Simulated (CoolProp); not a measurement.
Aqueous ethylene glycol as a coolant, 16 % by mass, freezing at -5.9 °C, 1 atm.

Computed with CoolProp (Melinder's fits for secondary coolants).

| T (°C) | density (kg/m³) | cp (kJ/(kg K)) | conductivity (W/(m K)) | Prandtl number |
|---|---|---|---|---|
| -1.3 | ___ | 3.933 | 0.498 | 23.3 |
| 4.6 | 1022 | 3.940 | ___ | 18.7 |
| 10.5 | 1021 | 3.947 | 0.514 | 15.2 |
| 16.3 | 1020 | 3.954 | 0.521 | 12.6 |
| 22.2 | 1018 | ___ | 0.528 | 10.6 |
| 28.1 | 1016 | 3.970 | 0.535 | 8.97 |
| 34 | ___ | 3.979 | 0.542 | 7.71 |
| 39.8 | 1012 | ___ | 0.548 | ___ |

Some entries are withheld; supply them.


- -1.3, density (kg/m³): 1023
- 4.6, conductivity (W/(m K)): 0.506
- 22.2, cp (kJ/(kg K)): 3.962
- 34, density (kg/m³): 1014
- 39.8, cp (kJ/(kg K)): 3.987
- 39.8, Prandtl number: 6.73
